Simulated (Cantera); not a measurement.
Charge: 1 mol V₂O₃, 1.2 mol H₂, 6.5 mol N₂, at 950 K and 0.000460 bar.

Equilibrium computed with Cantera from the NASA thermochemical tables; the gas is ideal and each condensed phase is pure. Candidate condensed phases: H₂O, V, VN, VO, V₂O₃, V₂O₄, V₂O₅; 28 gas species. VN: taken at fixed stoichiometry. Condensed phases not in the tables: the oxides between V₂O₃ and V₂O₅ other than VO₂, V₂N. Rates play no part.

Base state: N₂ 0.844, H₂ 0.156, H₂O 8.18e-5 (mole fractions); condensed: VN(s) + V₂O₃(s).

Problem. What changes in the equilibrium state with this change: V₂O₃ replaced by FeS?

Solution. 
| species | before | after |
|---|---|---|
| N₂ | 0.844 | 0.844 |
| H₂ | 0.156 | 0.156 |
| H₂S | 0 | 0.000113 |
| H₂O | 8.18e-5 | 0 |
| VN(s), mol | 0.000420 | 0 |
| V₂O₃(s), mol | 1.000 | 0 |
| Fe(α), mol | 0 | 0.000873 |
| FeS(s), mol | 0 | 0.999 |
FeS: taken at fixed stoichiometry. Further candidate phases: Fe, FeS, FeS₂, S.
